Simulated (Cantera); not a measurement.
Feed: 1 mol SiCl4, 0.91 mol H2, held at 300 °C and 22000 Pa.

Cantera equilibrium calculation (NASA polynomials, part measured and part estimated; ideal gas, pure solids and liquids). Candidate condensed phases: Si; 19 gas species. Equilibrium is a limit: real reactors are often held back by kinetics, nucleation or transport.

Base state: SiCl4 0.522, H2 0.475, HCl 0.00187, SiHCl3 0.00187 (mole fractions); condensed: gas only.

**Question.** What changes in the equilibrium state with this change: SiCl4 replaced by Si?

**Answer.** 
```json
[
 {"species": "H2", "before": "0.475", "after": "1.00"},
 {"species": "SiCl4", "before": "0.522", "after": "0"},
 {"species": "HCl", "before": "0.00187", "after": "0"},
 {"species": "SiHCl3", "before": "0.00187", "after": "0"},
 {"species": "Si(s), mol", "before": "0", "after": "1.00"}
]
```
